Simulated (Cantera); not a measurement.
Charge: 1 mol Fe(CO)₅, 0.12 mol O₂, 22 mol H₂, held at 1330 Pa.

Points: T (K) = 798, 873, 948, 1023, 1098, 1173, 1248, 1323, 1398.

Cantera's Mixture.equilibrate('TP', solver="vcs", rtol=1e-11, max_steps=5000) on the NASA tables stopped like this:

```
ERROR: FAILURE its = 5001!

*******************************************************************************
CanteraError thrown by MultiPhase::equilibrate:
VCS solver failed. Return code: -1
*******************************************************************************
```

**Question.** What got this run through?

**Answer.** This is not unique; one that fits is The failure is numerical, not chemical. The same input converged with solver="gibbs", rtol=1e-10, max_steps=50000, and the result passed a check of the equilibrium conditions:
```
log10 of partial pressures in bar; condensed amounts in mol
       T/K        H2        CO       H2O       CO2       CH4     C(gr)     Fe(a)     Fe(c)
       798    -1.969    -2.772    -3.350    -3.521    -3.796    0.8845         1         0
       873    -1.969    -2.625    -3.965    -4.195    -4.286  0.001997         1         0
       948    -1.968    -2.615    -4.054    -4.444    -5.243         0         1         0
      1023    -1.968    -2.612    -4.036    -4.565    -6.167         0         1         0
      1098    -1.968    -2.611    -4.014    -4.661    -6.975         0         1         0
      1173    -1.968    -2.611    -3.998    -4.745    -7.678         0         1         0
      1248    -1.968    -2.610    -3.986    -4.820    -8.295         0         0         1
      1323    -1.968    -2.610    -3.977    -4.887    -8.840         0         0         1
      1398    -1.968    -2.609    -3.970    -4.946    -9.326         0         0         1
```

The gas is ideal and each condensed phase is pure. Condensed phases not in the tables: cementite and carbon dissolved in iron.
